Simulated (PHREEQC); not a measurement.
**Brine: speciation**

Make-up at 51 °C: 0.32 mol/kgw MgSO4, 0.15 mol/kgw K2SO4 and 0.092 mol/kgw NaCl. Closed to the air; pH follows from the charge balance.

Computed with PHREEQC (Pitzer model, pitzer.dat).

- ionic strength = 1.82 mol/kgw
- activity of water = 0.986
- density = 1.048 g/cm³
- osmotic coefficient = 0.628

| species | molality | activity | log γ |
|---|---|---|---|
| SO4-2 | 0.470 | 0.0245 | -1.283 |
| Mg+2 | 0.320 | 0.0291 | -1.041 |
| K+ | 0.300 | 0.159 | -0.277 |
| Cl- | 0.0920 | 0.0537 | -0.234 |
| Na+ | 0.0920 | 0.0532 | -0.238 |
| MgOH+ | 2.73e-6 | 1.18e-6 | -0.365 |
| HSO4- | 2.62e-6 | 1.51e-6 | -0.239 |

Precipitation was switched off in this run. At this temperature some constants are extrapolated from 25 °C, and those without enthalpy data are left unchanged.
